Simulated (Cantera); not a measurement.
Equilibrium for metals in furnace atmospheres: Fe + SO₂ + CO

A closed system holds: 1 mol Fe, a varied amount of SO₂, 1.5 mol CO, at 752 °C and 0.000840 bar.

Equilibrium computed with Cantera from the NASA thermochemical tables; the gas is ideal and each condensed phase is pure. Candidate condensed phases: C, Fe, Fe(CO)₅, FeO, FeS, FeSO₄, FeS₂, Fe₂O₃, Fe₂(SO₄)₃, Fe₃O₄, S; 25 gas species. Mutual solubility and eutectic melting of coexisting phases are not modelled. The tables' stoichiometric FeO is somewhat more stable than real wüstite, so its field is too wide. FeO, FeS: taken at fixed stoichiometry. Gases not in the tables: S₃ to S₇. Rates play no part.

From 0.041 mol SO₂ to 0.1 mol SO₂ the condensed part is Fe(α) + FeS(s). From 0.16 mol SO₂ to 0.38 mol SO₂ the condensed part is Fe(α) + FeO(s) + FeS(s). At 0.6 mol SO₂ the condensed part is FeO(s) + FeS(s). From 0.93 mol SO₂ to 1.5 mol SO₂ the condensed part is FeS(s) + Fe₃O₄(s).

| n(SO₂) (mol) | x CO | x CO₂ | x SO₂ | x S₂ | x S₂O | n Fe(α) | n FeS(s) | n FeO(s) | n Fe₃O₄(s) |
|---|---|---|---|---|---|---|---|---|---|
| 0.041 | 0.945 | 0.0547 | 4.05e-10 | 1.95e-7 | 1.83e-12 | 0.959 | 0.0409 | 0 | 0 |
| 0.064 | 0.915 | 0.0853 | 1.05e-9 | 1.95e-7 | 2.96e-12 | 0.936 | 0.0639 | 0 | 0 |
| 0.1 | 0.867 | 0.133 | 2.87e-9 | 1.95e-7 | 4.87e-12 | 0.900 | 0.0999 | 0 | 0 |
| 0.16 | 0.803 | 0.197 | 7.31e-9 | 1.95e-7 | 7.78e-12 | 0.816 | 0.160 | 0.0242 | 0 |
| 0.24 | 0.803 | 0.197 | 7.31e-9 | 1.95e-7 | 7.78e-12 | 0.576 | 0.240 | 0.184 | 0 |
| 0.38 | 0.803 | 0.197 | 7.31e-9 | 1.95e-7 | 7.78e-12 | 0.156 | 0.380 | 0.464 | 0 |
| 0.6 | 0.467 | 0.533 | 7.36e-7 | 4.22e-6 | 7.83e-10 | 0 | 0.600 | 0.400 | 0 |
| 0.93 | 0.0219 | 0.919 | 0.0486 | 0.0101 | 6.88e-5 | 0 | 0.820 | 0 | 0.0601 |
| 1.5 | 0.00969 | 0.680 | 0.270 | 0.0398 | 0.000453 | 0 | 0.739 | 0 | 0.0871 |
x: gas mole fraction; n: condensed amount in mol.
